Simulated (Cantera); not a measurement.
Source: NASA polynomial tables (part measured, part estimated), evaluated in Cantera. Values are per mole of reaction as written; species without (g) are pure solids or liquids, kept so even where they would boil at 1 bar.

4 Ta + 5 H2O2(g) ⇌ 5 H2(g) + 2 Ta2O5, with ΔH° = -3410.3 kJ and ΔS° = -398.1 J/K at 300 K.

Q: How far is the shortcut ΔG° ≈ ΔH°(300 K) − T·ΔS°(300 K) from the full temperature-dependent value at 1573, 1598, 1623, 1648, 1673, 1698, 1723 K?

A: 
```tsv
T (K)	shortcut (kJ)	full (kJ)	difference (kJ)	difference in log10 K
1573	-2784.0	-2917.7	133.7	-4.44
1598	-2774.1	-2911.8	137.7	-4.50
1623	-2764.1	-2905.9	141.8	-4.56
1648	-2754.1	-2900.1	145.9	-4.62
1673	-2744.2	-2894.2	150.0	-4.68
1698	-2734.2	-2888.4	154.2	-4.74
1723	-2724.3	-2882.7	158.4	-4.80
```
The shortcut ignores the heat-capacity change of the reaction.
